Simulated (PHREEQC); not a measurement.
A solution holds 0.013 mol/kgw NaBr, 0.00016 mol/kgw MnCl2 and 0.0027 mol/kgw LiCl, at 25 °C. Closed to the air; pH follows from the charge balance.

All values are PHREEQC results (ion-association model, phreeqc.dat), not measurements.

Problem. The ionic strength comes out as 0.0162 mol/kgw. What activity coefficients do Li+, Cl-, MnCl+, Mn+2, Br- get?

Solution. Li+ 0.89, Cl- 0.88, MnCl+ 0.88, Mn+2 0.62, Br- 0.87.

No solid was allowed to form. Species that the database lacks are ignored.
